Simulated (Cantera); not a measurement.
# Chemical vapour transport: Fe3O4 + HCl + N2

Input: 1 mol Fe3O4, 0.018 mol HCl, 0.21 mol N2, held at 100 Torr.

These are equilibrium values from Cantera (NASA tables, ideal gas, pure condensed phases), not measurements of a reactor. Candidate condensed phases: Fe, FeCl2, FeCl3, FeO, Fe(OH)2, Fe(OH)3, Fe2O3, Fe3O4, H2O, NH4Cl; 37 gas species. Mutual solubility and eutectic melting of coexisting phases are not modelled. Kinetics and transport are ignored.

| T (K) | x N2 | x HCl | x H2O | x FeCl2 | n Fe2O3(s) | n Fe3O4(s) |
|---|---|---|---|---|---|---|
| 973 | 0.921 | 0.0728 | 0.00310 | 0.00237 | 0.000491 | 0.999 |
| 1048 | 0.921 | 0.0708 | 0.00409 | 0.00335 | 0.000708 | 0.999 |
| 1123 | 0.921 | 0.0686 | 0.00517 | 0.00445 | 0.000943 | 0.999 |
| 1198 | 0.921 | 0.0663 | 0.00634 | 0.00559 | 0.00116 | 0.999 |
| 1273 | 0.921 | 0.0638 | 0.00756 | 0.00672 | 0.00125 | 0.999 |
| 1348 | 0.920 | 0.0612 | 0.00884 | 0.00773 | 0.000520 | 0.999 |
| 1423 | 0.919 | 0.0571 | 0.0109 | 0.00977 | 0 | 0.999 |
| 1498 | 0.919 | 0.0523 | 0.0132 | 0.0121 | 0 | 0.999 |
| 1573 | 0.918 | 0.0475 | 0.0156 | 0.0145 | 0 | 0.999 |
x: gas mole fraction; n: condensed amount in mol.

From 973 K to 1348 K the condensed part is Fe2O3(s) + Fe3O4(s). From 1423 K to 1573 K the condensed part is Fe3O4(s). The main Fe-bearing gas is FeCl2 throughout.
